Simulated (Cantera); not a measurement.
Feed: 1 mol SiF4, 0.75 mol N2, 94 mol H2, at 0.0780 bar.

These are equilibrium values from Cantera (NASA tables, ideal gas, pure condensed phases), not measurements of a reactor. Candidate condensed phases: Si, Si3N4; 37 gas species. N2 is the only nitrogen source here; it is nearly inert below about 1500 K, so the nitride shown seldom forms there in practice. Rates play no part.

**Question.** Which condensed phases are stable at each of these points (T (K)): 975, 1025, 1075, 1125, 1175, 1225, 1275, 1325, 1375, 1425?

**Answer.** 
```csv
T (K),condensed phases,Si condensed (%)
975,Si3N4(s),0.3
1025,Si3N4(s),0.4
1075,Si3N4(s),0.5
1125,Si3N4(s),0.7
1175,Si3N4(s),0.9
1225,Si3N4(s),1.1
1275,Si3N4(s),1.2
1325,Si3N4(s),1.0
1375,Si3N4(s),0.6
1425,gas only,0.0
```

From 975 K to 1375 K the condensed part is Si3N4(s). At 1425 K nothing is condensed.
